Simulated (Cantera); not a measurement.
Input: 1 mol H2O, 0.84 mol SO2, at 1330 Pa.

Method: chemical equilibrium by Gibbs-energy minimisation in Cantera with the NASA 1993 tables (ideal gas, pure condensed phases). Candidate condensed phases: H2O, H2SO4, S; 19 gas species. Equilibrium is a limit: real reactors are often held back by kinetics, nucleation or transport. All values below are at 1723 K.

Base state: H2O 0.539, SO2 0.455, H2 0.00293, O2 0.00164, OH 0.000861, SO 0.000783, H 8.55e-5, SO3 2.96e-5 (mole fractions); condensed: gas only.

What changes in the equilibrium state with this change: pressure from 1330 Pa to 200 Pa?


```
species   before     after
-------  -------  --------
H2O        0.539     0.535
SO2        0.455     0.453
H2       0.00293   0.00547
O        1.99e-5   7.08e-5
H        8.55e-5  0.000302
O2       0.00164   0.00310
SO3      2.96e-5   1.57e-5
```
